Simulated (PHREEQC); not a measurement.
0.05 mol of Zn3(PO4)2:4w (Zn3(PO4)2:4H2O) is brought to equilibrium with 1 kg of water holding 0.003 mol NaCl, at 25 °C, the pH being set by adding NaOH or HCl. O2 is buffered at 0.21 atm. No CO2 enters from the air. Solids allowed: Zn3(PO4)2:4w, Zn(OH)2-e, Zn5(OH)8Cl2. Others were left out.

Equilibrium calculation in PHREEQC: ion-association model, wateq4f.dat.

Predict dissolved Zn (mol/kgw) at pH = 4, 4.67, 5.33, 7.33, 9.33.


```tsv
pH	dissolved Zn (mol/kgw)
4	0.0393
4.67	0.00864
5.33	0.00220
7.33	7.37e-5
9.33	4.32e-6
```

Species that the database lacks are ignored. H3PO4, which wateq4f.dat lacks, is added to it with the constant of phreeqc.dat. The database has no phosphate complexes of Zn.
